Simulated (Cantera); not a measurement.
## Ignition delay

Mixture: 11.3 % CO, 4.73 % H2, 0.811 % CH4, 17.5 % O2, 65.8 % N2, equivalence ratio 0.55, at 160000 Pa, adiabatic and at constant pressure. Ignition delay is the time to a rise of 400 K.

Detailed kinetics in Cantera: GRI-Mech 3.0 (53 species, 325 reactions). Where the delays flatten at high temperature, the 400 K rule measures the pace of heat release, not the induction time.

```json
[
 {"T0 (K)": "1300", "delay (ms)": "0.0460"},
 {"T0 (K)": "1350", "delay (ms)": "0.0393"},
 {"T0 (K)": "1400", "delay (ms)": "0.0347"},
 {"T0 (K)": "1450", "delay (ms)": "0.0315"},
 {"T0 (K)": "1500", "delay (ms)": "0.0293"},
 {"T0 (K)": "1550", "delay (ms)": "0.0278"},
 {"T0 (K)": "1600", "delay (ms)": "0.0268"},
 {"T0 (K)": "1650", "delay (ms)": "0.0263"}
]
```
